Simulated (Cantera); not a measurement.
# Reactions in the system H-N-O-V

Cantera with NASA thermochemical tables; ideal gases at 1 bar, condensed phases pure. Values are per mole of reaction as written; species without (g) are pure solids or liquids, kept so even where they would boil at 1 bar.

2 NH3(g) + 6 V2O5 ⇌ 2 N(g) + 3 H2O2(g) + 12 VO2(g)

```
T (K)  ΔH° (kJ)  ΔS° (J/K)  ΔG° (kJ)  log10 K
-----  --------  ---------  --------  -------
1323     6447.1     2201.6    3534.4  -139.54
1523     6378.1     2153.0    3099.1  -106.29
1723     6310.1     2111.0    2672.8   -81.03
1923     6242.8     2074.1    2254.4   -61.23
2123     6175.9     2041.0    1842.9   -45.34
2323     6109.4     2011.0    1437.8   -32.33
2523     6043.1     1983.7    1038.3   -21.50
2723     5977.0     1958.5     644.1   -12.36
```
